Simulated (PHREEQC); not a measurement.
Brine: speciation

Consider water at 20 °C with 1.3 mol/kgw KOH, 0.032 mol/kgw Na2B4O7 and 0.0004 mol/kgw H4SiO4. Closed to the air; pH follows from the charge balance.

The numbers come from PHREEQC with the Pitzer model, pitzer.dat.

This is a speciation only: nothing precipitates in the calculation.

Q: Estimate the pH, activity of water, density.

A: pH 14.24; activity of water 0.951; density 1.070 g/cm³.

Complexes and solids missing from the database can't appear. In brines, pH and single-ion activities rest on the MacInnes convention.
